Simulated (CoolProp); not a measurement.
Water along the isotherm 746.6 K: fugacity coefficient from the reference equation and from simpler models built on Tc = 647.1 K, pc = 22060 kPa, ω = 0.344; each cubic takes its own stable root.

Values from CoolProp's reference Helmholtz-energy equation of state, Wagner 2002.

```csv
p (kPa),phase,reference
174,gas,0.9985
331,gas,0.9971
627,gas,0.9946
1190,gas,0.9897
2250,gas,0.9805
4270,gas,0.9631
8100,gas,0.9302
15300,gas,0.8688
29100,supercritical,0.7539
55200,supercritical,0.5647
```

### Question
How far does each simpler model (van der Waals, Peng-Robinson) lie from the reference over these 10 states: mean and median of the absolute difference, and the worst?

### Answer
- van der Waals: mean 1.0 %, median 0.3 %, worst -4.3 % at 746.6 K and 55200 kPa
- Peng-Robinson: mean 0.9 %, median 0.3 %, worst -3.1 % at 746.6 K and 29100 kPa
